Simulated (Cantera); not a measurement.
A Cantera script and its output.

```python
import numpy as np
import cantera as ct

gas = ct.Solution("gri30.yaml")


def delay(T, t_max=10):
    gas.TPX = T, 54000, {'C3H8': 1, 'O2': 12.2, 'N2': 54.9, 'CO2': 0.18}
    reactor = ct.IdealGasConstPressureReactor(gas, clone=False)
    net = ct.ReactorNet([reactor])
    net.rtol, net.atol = 1e-8, 1e-16
    while net.time < t_max:
        t_old, T_old = net.time, reactor.T
        net.step()
        if reactor.T > T + 400:  # ignition: a rise of 400 K
            return t_old + (T + 400 - T_old) / (reactor.T - T_old) * (net.time - t_old)
    return np.nan


taus = []
for T in [1125, 1175, 1225, 1275, 1325, 1375, 1425, 1475, 1525, 1575]:
    taus.append(delay(T))
    print(f"T0 = {T:6g} K   tau = {taus[-1]:.4e} s")
```

Result:

```
T0 =   1125 K   tau = 4.1435e-02 s
T0 =   1175 K   tau = 1.3419e-02 s
T0 =   1225 K   tau = 4.7984e-03 s
T0 =   1275 K   tau = 1.9220e-03 s
T0 =   1325 K   tau = 8.6989e-04 s
T0 =   1375 K   tau = 4.5170e-04 s
T0 =   1425 K   tau = 2.7384e-04 s
T0 =   1475 K   tau = 1.9288e-04 s
T0 =   1525 K   tau = 1.5565e-04 s
T0 =   1575 K   tau = 1.4062e-04 s
```

Cantera simulation using GRI-Mech 3.0 (53 species, 325 reactions); the numbers are that mechanism's predictions, not measurements. GRI-Mech 3.0 was tuned for natural gas; its chemistry of propane as a main component is partial and can be far from experiment. Where the delays flatten at high temperature, the 400 K rule measures the pace of heat release, not the induction time.
